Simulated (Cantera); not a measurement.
A Cantera script and what it prints.

```python
import numpy as np
import cantera as ct

gas_names = [...]  # 118 gases of nasa_gas.yaml made of C, Cl, F, H
cond_names = """
    C(gr) C6H6(L) C7H8(L) C8H18(L),n-octa
""".split()


# ... load() reads the species with a 1 bar reference pressure and builds the phases ...
atoms = {
    'CH3Cl': {'C': 1, 'H': 3, 'CL': 1},
    'F2': {'F': 2},
}
top_T = {'C(gr)': 4500}  # K; cautious upper limits of use, not melting points


# ... equilibrate(T, P, feed) seeds the gas with the atoms and calls Mixture.equilibrate('TP', solver="vcs", rtol=1e-11, max_steps=5000) ...
results = []
T = 2950  # K
P = 10000  # Pa
for m in [0.06, 0.095, 0.13, 0.17, 0.2, 0.24, 0.27, 0.31, 0.34]:
    feed = {'CH3Cl': 1, 'F2': m}  # mol
    mix = equilibrate(T, P, feed)
    results.append((T, P, feed, dict(zip(mix.species_names, mix.species_moles))))

top = {s: max(r[3][s] / sum(r[3][g] for g in gas_names) for r in results) for s in gas_names}
cols = sorted((s for s in top if top[s] > 1e-05), key=lambda s: -top[s])[:8]
seen = [c for c in cond_names if any(r[3].get(c, 0) > 1e-12 for r in results)]
print("log10 of partial pressures in bar; condensed amounts in mol")
print(f"{'n(F2)':>10s}" + "".join(f"{s[:9]:>10s}" for s in cols + seen))
for T, P, feed, n in results:
    ng = sum(n[g] for g in gas_names)
    print(f"{feed['F2']:10.4g}" + "".join(f"{np.log10(max(n[s] / ng * P / 1e5, 1e-99)):10.3f}" for s in cols)
          + "".join(f"{n.get(c, 0):10.4g}" for c in seen))
```

Result:

```
log10 of partial pressures in bar; condensed amounts in mol
     n(F2)        H2       HCL        HF         H        CL C2H2,acet       C2H        C3     C(gr)
      0.06    -1.519    -1.590    -2.328    -1.629    -1.866    -2.789    -3.695    -3.741    0.8854
     0.095    -1.540    -1.600    -2.134    -1.639    -1.865    -2.810    -3.706    -3.741    0.8883
      0.13    -1.562    -1.609    -2.004    -1.650    -1.863    -2.832    -3.717    -3.741    0.8912
      0.17    -1.587    -1.621    -1.894    -1.663    -1.862    -2.858    -3.730    -3.741    0.8945
       0.2    -1.607    -1.629    -1.828    -1.673    -1.860    -2.877    -3.740    -3.741     0.897
      0.24    -1.633    -1.640    -1.755    -1.686    -1.858    -2.904    -3.753    -3.741    0.9002
      0.27    -1.654    -1.649    -1.709    -1.696    -1.857    -2.924    -3.763    -3.741    0.9027
      0.31    -1.681    -1.660    -1.655    -1.710    -1.854    -2.952    -3.777    -3.741    0.9059
      0.34    -1.702    -1.669    -1.620    -1.721    -1.853    -2.973    -3.787    -3.741    0.9082
```

Equilibrium computed with Cantera from the NASA thermochemical tables; the gas is ideal and each condensed phase is pure.
